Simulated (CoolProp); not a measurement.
The fluid at 447.78 K and 0.207 MPa is compressed adiabatically to 0.431 MPa with isentropic efficiency 0.9. The same conditions are run with several fluids, on thermodynamics alone (safety and materials aside).

Values from CoolProp's reference Helmholtz-energy equation of state of each fluid (nitrogen: Span 2000; n-butane: Bücker 2006; methane: Setzmann 1991; cyclohexane: Zhou 2014; hydrogen sulfide: Lemmon 2006).

Q: Rank nitrogen, n-butane, methane, cyclohexane, hydrogen sulfide by work (kJ/kg), highest first.

A: methane (203), nitrogen (120), hydrogen sulfide (96.4), n-butane (52.3), cyclohexane (35.0)

| fluid | final temperature (K) | final density (kg/m³) |
|---|---|---|
| nitrogen | 561.7 | 2.58 |
| n-butane | 470.9 | 6.58 |
| methane | 519.4 | 1.60 |
| cyclohexane | 467.0 | 10.00 |
| hydrogen sulfide | 537.0 | 3.30 |
